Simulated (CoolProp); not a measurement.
Carbon dioxide along the isotherm -51.55 °C: fugacity coefficient from the reference equation and from simpler models built on Tc = 31.0 °C, pc = 7.377 MPa, ω = 0.224; each cubic takes its own stable root.

Computed with CoolProp (reference Helmholtz-energy equation of state, Span 1996).

| p (MPa) | phase | reference |
|---|---|---|
| 0.035 | gas | 0.9954 |
| 0.0528 | gas | 0.9930 |
| 0.0796 | gas | 0.9895 |
| 0.12 | gas | 0.9842 |
| 0.181 | gas | 0.9761 |
| 0.273 | gas | 0.9640 |
| 0.412 | gas | 0.9456 |
| 0.622 | gas | 0.9178 |
| 0.939 | liquid | 0.6281 |
| 1.42 | liquid | 0.4195 |
| 2.14 | liquid | 0.2825 |
| 3.22 | liquid | 0.1920 |
| 4.86 | liquid | 0.1315 |
| 7.34 | liquid | 0.09159 |
| 11.1 | liquid | 0.06536 |

Problem. How far does each simpler model (Redlich-Kwong, Soave-Redlich-Kwong) lie from the reference over these 15 states: mean and median of the absolute difference, and the worst?

Solution. 
- Redlich-Kwong: mean 18.1 %, median 1.4 %, worst +40.4 % at -51.55 °C and 11.1 MPa
- Soave-Redlich-Kwong: mean 0.9 %, median 0.8 %, worst +2.7 % at -51.55 °C and 11.1 MPa
